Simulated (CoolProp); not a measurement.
A simple Rankine cycle with R245ca: condensing at 309.15 K, boiler at 2 MPa, turbine inlet 449 K, turbine efficiency 0.9, pump efficiency 0.8, no recuperator. Each further row changes one setting.

Computed with CoolProp (reference Helmholtz-energy equation of state, Zhou 2016).

```
case                             thermal efficiency (%)  net work (kJ/kg)  heat in (kJ/kg)  turbine exit temperature (K)  volume ratio over the turbine
-------------------------------  ----------------------  ----------------  ---------------  ----------------------------  -----------------------------
as stated                                          16.1               ___              325                         383.3                           13.8
condensing temperature 301.15 K                     ___              58.4              336                           ___                           18.3
boiler pressure 1.4 MPa                            14.3              47.6              333                           ___                           9.24
turbine efficiency 0.8                             14.3              46.4              325                           ___                            ___
```

Task: Complete the blanks.

Result: 
- as stated, net work (kJ/kg): 52.5
- condensing temperature 301.15 K, thermal efficiency (%): 17.4
- condensing temperature 301.15 K, turbine exit temperature (K): 377.2
- boiler pressure 1.4 MPa, turbine exit temperature (K): 395.0
- turbine efficiency 0.8, turbine exit temperature (K): 388.9
- turbine efficiency 0.8, volume ratio over the turbine: 14.1
